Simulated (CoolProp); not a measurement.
R134a along the isotherm 408.9 K: fugacity coefficient from the reference equation and from simpler models built on Tc = 374.2 K, pc = 4.059 MPa, ω = 0.327; each cubic takes its own stable root.

The numbers come from the reference Helmholtz-energy equation of state, Tillner-Roth 1994 in CoolProp.

```
p (MPa)          phase  reference  Redlich-Kwong  Peng-Robinson
-------  -------------  ---------  -------------  -------------
0.381              gas     0.9761         0.9754         0.9737
0.761              gas     0.9525         0.9512         0.9479
1.14               gas     0.9293         0.9273         0.9227
1.52               gas     0.9062         0.9037         0.8979
1.9                gas     0.8833            [?]         0.8734
2.28               gas     0.8607         0.8570            [?]
2.66               gas     0.8382         0.8340         0.8259
3.04               gas     0.8160         0.8112         0.8027
3.43               gas        [?]         0.7879         0.7793
3.81               gas     0.7715         0.7654         0.7569
4.19     supercritical     0.7498         0.7430         0.7349
4.57     supercritical     0.7283         0.7207         0.7132
4.95     supercritical     0.7069            [?]         0.6919
5.33     supercritical     0.6857         0.6762         0.6711
5.71     supercritical     0.6647            [?]         0.6507
6.09     supercritical     0.6440         0.6327         0.6309
```

Problem. Complete the blanks.

Solution. 
- 1.9, Redlich-Kwong: 0.8802
- 2.28, Peng-Robinson: 0.8494
- 3.43, reference: 0.7934
- 4.95, Redlich-Kwong: 0.6984
- 5.71, Redlich-Kwong: 0.6543
